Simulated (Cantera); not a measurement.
## Silicon nitride deposition: SiCl₄ + N₂ + NH₃

Charge: 1 mol SiCl₄, 40 mol N₂, a varied amount of NH₃, held at 625 °C and 13.3 mbar.

These are equilibrium values from Cantera (NASA tables, ideal gas, pure condensed phases), not measurements of a reactor. Candidate condensed phases: NH₄Cl, Si, Si₃N₄; 28 gas species. The numbers say what is thermodynamically allowed, not how fast it happens.

```tsv
n(NH₃) (mol)	x N₂	x H₂	x HCl	x SiCl₄	x SiHCl₃	x NH₃	x SiCl₃	x SiCl₂	n Si₃N₄(s)
1.7	0.903	0.0227	0.0687	0.00521	4.81e-6	5.34e-8	1.12e-6	1.15e-8	0.256
2.5	0.878	0.0426	0.0769	0.00238	3.67e-6	1.35e-7	6.22e-7	7.86e-9	0.297
3.2	0.859	0.0612	0.0787	0.00128	2.78e-6	2.30e-7	3.92e-7	5.81e-9	0.313
4	0.839	0.0825	0.0783	0.000701	2.06e-6	3.56e-7	2.51e-7	4.34e-9	0.322
4.7	0.822	0.100	0.0771	0.000450	1.63e-6	4.73e-7	1.80e-7	3.50e-9	0.326
5.4	0.807	0.118	0.0755	0.000306	1.33e-6	5.94e-7	1.36e-7	2.90e-9	0.328
6.2	0.790	0.136	0.0736	0.000209	1.08e-6	7.33e-7	1.02e-7	2.42e-9	0.330
6.9	0.776	0.152	0.0719	0.000156	9.15e-7	8.54e-7	8.21e-8	2.10e-9	0.330
7.6	0.763	0.167	0.0703	0.000119	7.87e-7	9.73e-7	6.74e-8	1.84e-9	0.331
8.4	0.749	0.183	0.0684	9.03e-5	6.71e-7	1.11e-6	5.50e-8	1.62e-9	0.332
9.1	0.737	0.196	0.0669	7.23e-5	5.90e-7	1.22e-6	4.67e-8	1.45e-9	0.332
9.8	0.726	0.209	0.0654	5.89e-5	5.23e-7	1.33e-6	4.01e-8	1.32e-9	0.332
11	0.708	0.229	0.0630	4.27e-5	4.33e-7	1.51e-6	3.16e-8	1.13e-9	0.332
```
x: gas mole fraction; n: condensed amount in mol.

From 1.7 mol NH₃ to 11 mol NH₃ the condensed part is Si₃N₄(s). The main Si-bearing gas is SiCl₄ throughout. The share of Si in condensed phases is highest at 11 mol NH₃ (99.7 %) and lowest at 1.7 mol NH₃ (76.7 %).
